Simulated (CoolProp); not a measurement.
The numbers come from the reference Helmholtz-energy equation of state, Lemmon 2006 in CoolProp. It is a short technical equation, of lower accuracy than the large ones.

Q: Give the vapour pressure (kPa), vapour density (kg/m³), enthalpy of vaporisation (kJ/kg) of saturated nitrous oxide at -26.35, -1.65, 6.55 °C.

A: 
```csv
T (°C),p (kPa),vapour density (kg/m³),enthalpy of vaporisation (kJ/kg)
-26.35,1480,38.3,288
-1.65,2990,81.1,237
6.55,3680,104,215
```
